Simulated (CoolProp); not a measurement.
A single-stage vapour-compression cycle with the fluid: evaporating at 311.15 K (dew point), condensing at 375.15 K (bubble point), superheat 10 K, subcooling 0 K, compressor efficiency 0.65, no pressure losses. The same conditions are run with several fluids, on thermodynamics alone (safety and materials aside).

Model: reference Helmholtz-energy equation of state of each fluid (cyclopropane: Polt 1992; the fluoroketone C6F12O (FK-5-1-12): McLinden 2015; R123: Younglove 1994; n-butane: Bücker 2006; n-pentane: Thol 2019; R1336mzz(E): Akasaka 2023), in CoolProp. The equations of Platzer and Polt are older, rougher fits.

Q: Rank cyclopropane, the fluoroketone C6F12O (FK-5-1-12), R123, n-butane, n-pentane, R1336mzz(E) by cooling COP, highest first.

A: R123 (2.29), n-pentane (2.20), n-butane (2.01), cyclopropane (1.96), R1336mzz(E) (1.68), the fluoroketone C6F12O (FK-5-1-12) (1.25)

```tsv
fluid	pressure ratio	discharge temperature (K)	refrigerating effect (kJ/kg)	volumetric capacity (kJ/m³)
cyclopropane	3.73	410.6	220	4110
the fluoroketone C6F12O (FK-5-1-12)	6.92	375.2	26.5	222
R123	5.68	393.5	104	901
n-butane	4.43	386.4	189	1620
n-pentane	5.73	380.5	210	642
R1336mzz(E)	5.23	382.5	59.3	1200
```

The compression ends wet for: the fluoroketone C6F12O (FK-5-1-12).
